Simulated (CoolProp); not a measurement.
Vapour-liquid equilibrium of R113 (1) + n-hexane (2) at 1.76 bar; x and y are mole fractions of (1).

Values from CoolProp's multi-fluid Helmholtz-energy mixture model, Marx 1992 and Thol 2019; pair parameters Bell 2016.

```csv
x,"bubble temperature, mixture model (K)","bubble temperature, Raoult's law (K)","y, mixture model","y, Raoult's law"
0.05,358.3,359.1,0.104,0.088
0.2,352.7,355.0,0.342,0.316
0.35,348.6,351.3,0.512,0.501
0.5,345.5,347.9,0.645,0.653
0.65,342.9,344.8,0.757,0.779
0.8,340.8,341.9,0.861,0.885
0.95,339.0,339.3,0.965,0.973
```

The largest gap from Raoult's law is -2.7 K in bubble temperature, at x = 0.35. No azeotrope shows between x = 0.05 and 0.95.

Pair parameters are fitted to limited data, so mixtures are less certain than the pure fluids.
